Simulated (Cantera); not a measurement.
An adiabatic, constant-pressure homogeneous reactor starts with CH4 : C2H6 : C3H8 : O2 : N2 = 1 : 0.17 : 0.43 : 5.5 : 163 (molar parts), at 1475 K and 5.20 bar.

Computed with Cantera and GRI-Mech 3.0 (53 species, 325 reactions). GRI-Mech 3.0 was tuned for natural gas; its chemistry of propane as a main component is partial and can be far from experiment.

### Question
Predict: time of steepest temperature rise; temperature at 1.00 s; equilibrium temperature; x(OH) at 1.00 s.

### Answer
| Property | Value |
|---|---|
| time of steepest temperature rise | 0.193 ms |
| temperature at 1.00 s | 1790 K |
| equilibrium temperature | 1789 K |
| x(OH) at 1.00 s | 8.16e-5 (gas-phase equilibrium 7.95e-5) |
